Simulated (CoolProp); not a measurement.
Values from CoolProp's reference Helmholtz-energy equation of state, Beckmüller 2019.

Problem. Give the vapour pressure (MPa), vapour density (kg/m³), liquid cp (kJ/(kg K)), liquid viscosity (µPa s) of saturated n-octane at 180.75, 248.35 °C.

Solution. 
```csv
T (°C),p (MPa),vapour density (kg/m³),liquid cp (kJ/(kg K)),liquid viscosity (µPa s)
180.75,0.378,13.3,2.93,133
248.35,1.25,49.5,3.47,75.9
```

Viscosity comes from a separate model (Huber 2004).
